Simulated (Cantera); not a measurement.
An isothermal, constant-pressure homogeneous reactor starts with 64.1 % CH₄, 35.9 % CO₂, at 1373 K and 4.93 atm.

Detailed kinetics in Cantera: GRI-Mech 3.0 (53 species, 325 reactions). GRI-Mech 3.0 stops at C3 and has no aromatics, soot or wall deposition, so with more carbon than oxygen in the feed, carbon stays in small species such as C2H2 where larger ones or solid carbon would form.

Problem. Predict: x(CH₄) at 4.00 s; x(CO₂) at 4.00 s; x(H) at 4.00 s; x(H₂) at 4.00 s; x(C₂H₄) at 4.00 s.

Solution. 
| Property | Result |
|---|---|
| x(CH₄) at 4.00 s | 0.313 (gas-phase equilibrium 0.157) |
| x(CO₂) at 4.00 s | 0.162 (gas-phase equilibrium 5.50e-5) |
| x(H) at 4.00 s | 4.98e-7 (gas-phase equilibrium 9.75e-7) |
| x(H₂) at 4.00 s | 0.146 (gas-phase equilibrium 0.423) |
| x(C₂H₄) at 4.00 s | 0.0486 (gas-phase equilibrium 0.00218) |
